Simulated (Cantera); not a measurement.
A perfectly stirred reactor is fed with H2 : O2 : N2 : CO2 = 1 : 0.5 : 6 : 0.26 (molar parts), equivalence ratio 1.0, at 1000000 Pa; it is adiabatic with a 798 K inlet, and is followed from long to short residence time, starting on the burning branch (τ in s: 0.12, 0.052, 0.023, 0.0099, 0.0043, 0.0019, 0.00082, 0.00036, 0.00016, 6.8e-05).

Detailed kinetics in Cantera: GRI-Mech 3.0 (53 species, 325 reactions). The hydrogen kinetics of GRI-Mech 3.0 are dated; newer H2 mechanisms differ, most at raised pressure.

One state of this run: T (K) = 1719; x H2 = 0.00133; x O2 = 0.00115; x OH = 0.000314; x HO2 = 1.38e-6; x O = 1.15e-5; x NO = 1.10e-5; x NO2 = 1.13e-8. x: mole fraction; the columns are a selection and need not sum to one.

### Question
Which value of τ (s) does it belong to?
A. 0.00036
B. 0.023
C. 0.0043
D. 0.0099

### Answer
B, 0.023
